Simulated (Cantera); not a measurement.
A closed system holds: 1 mol n-butane, 0.026 mol CO2, 0.24 mol N2, 0.059 mol H2O, at 1398 K and 0.920 bar.

These are equilibrium values from Cantera (NASA tables, ideal gas, pure condensed phases), not measurements of a reactor. Candidate condensed phases: C, C6H6, C7H8, C8H18, H2O; 136 gas species. Rates play no part.

Base state: H2 0.931, N2 0.0445, CO 0.0205, CH4 0.00349, HCN 9.94e-5, H2O 6.66e-5, NH3 1.50e-5 (mole fractions); condensed: C(graphite).

Question: What changes in the equilibrium state with this change: n-butane replaced by C2H5OH?

Answer: 
```csv
species,before,after
H2,0.931,0.691
CO,0.0205,0.252
N2,0.0445,0.0545
CO2,6.79e-7,0.000102
H2O,6.66e-5,0.000606
"C(graphite), mol",3.90,0.909
```
